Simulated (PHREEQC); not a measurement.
Hard or scaling water: an equilibrium model

Dissolve 0.2 mol/kgw CaCl2, 4.9e-05 mol/kgw CO2 and 0.62 mol/kgw NaCl at 25 °C. Closed to the air; pH follows from the charge balance.

The numbers come from PHREEQC with the ion-association model, phreeqc.dat.

Each row changes one thing in this solution. No solid was allowed to form.

```json
[
 {"case": "as made", "pH": "5.17", "ionic strength (mol/kgw)": "1.22", "CO2 (mol/kgw)": "3.99e-5", "HCO3- (mol/kgw)": "5.22e-6", "(CO2)2 (mol/kgw)": "3.86e-11"},
 {"case": "temperature from 25 to 80 °C", "pH": "5.15", "ionic strength (mol/kgw)": "1.22", "CO2 (mol/kgw)": "3.92e-5", "HCO3- (mol/kgw)": "5.28e-6", "(CO2)2 (mol/kgw)": "1.41e-10"},
 {"case": "NaCl left out", "pH": "5.21", "ionic strength (mol/kgw)": "0.600", "CO2 (mol/kgw)": "4.09e-5", "HCO3- (mol/kgw)": "4.95e-6", "(CO2)2 (mol/kgw)": "3.53e-11"},
 {"case": "CO2 from 4.9e-05 to 5.39e-05 mol/kgw", "pH": "5.15", "ionic strength (mol/kgw)": "1.22", "CO2 (mol/kgw)": "4.43e-5", "HCO3- (mol/kgw)": "5.50e-6", "(CO2)2 (mol/kgw)": "4.76e-11"},
 {"case": "CO2 from 4.9e-05 to 4.41e-05 mol/kgw", "pH": "5.20", "ionic strength (mol/kgw)": "1.22", "CO2 (mol/kgw)": "3.55e-5", "HCO3- (mol/kgw)": "4.93e-6", "(CO2)2 (mol/kgw)": "3.06e-11"},
 {"case": "CaCl2 left out", "pH": "5.28", "ionic strength (mol/kgw)": "0.620", "CO2 (mol/kgw)": "4.21e-5", "HCO3- (mol/kgw)": "5.98e-6", "(CO2)2 (mol/kgw)": "3.76e-11"},
 {"case": "CaCl2 replaced by FeCl3 at the same molality", "pH": "2.22", "ionic strength (mol/kgw)": "1.13", "CO2 (mol/kgw)": "4.90e-5", "HCO3- (mol/kgw)": "7.03e-9", "(CO2)2 (mol/kgw)": "5.71e-11"}
]
```

The ionic strength passes 0.7 mol/kgw, the rough limit of the ion-association models, in as made; temperature from 25 to 80 °C; CO2 from 4.9e-05 to 5.39e-05 mol/kgw; CO2 from 4.9e-05 to 4.41e-05 mol/kgw; CaCl2 replaced by FeCl3 at the same molality. Some of these states are supersaturated (in Hematite (slow to form), Goethite (slow to form), for instance). Away from 25 °C the constants follow the database's enthalpies or fits; those with neither stay at their 25 °C values.
